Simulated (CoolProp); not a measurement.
A single-stage vapour-compression cycle with the fluid: evaporating at 246.15 K (dew point), condensing at 294.15 K (bubble point), superheat 2 K, subcooling 2 K, compressor efficiency 0.6, no pressure losses. The same conditions are run with several fluids, on thermodynamics alone (safety and materials aside).

Model: reference Helmholtz-energy equation of state of each fluid (R407C: Lemmon 2003; carbonyl sulfide: Lemmon 2006; cis-2-butene: Lemmon 2005; hydrogen sulfide: Lemmon 2006; n-perfluorobutane: Gao 2022; R11: Jacobsen 1992), in CoolProp. Blends and air are pseudo-pure fits.

Q: Rank R407C, carbonyl sulfide, cis-2-butene, hydrogen sulfide, n-perfluorobutane, R11 by cooling COP, highest first.

A: R11 (2.70), cis-2-butene (2.65), carbonyl sulfide (2.55), hydrogen sulfide (2.49), R407C (2.14), n-perfluorobutane (2.09)

```tsv
fluid	pressure ratio	discharge temperature (K)	refrigerating effect (kJ/kg)	volumetric capacity (kJ/m³)
R407C	6.72	352.4	169	1190
carbonyl sulfide	4.37	385.1	235	1920
cis-2-butene	7.10	342.2	347	253
hydrogen sulfide	4.29	414.9	410	3070
n-perfluorobutane	7.17	294.1	56.3	217
R11	8.47	353.1	161	117
```

The compression ends wet for: n-perfluorobutane.
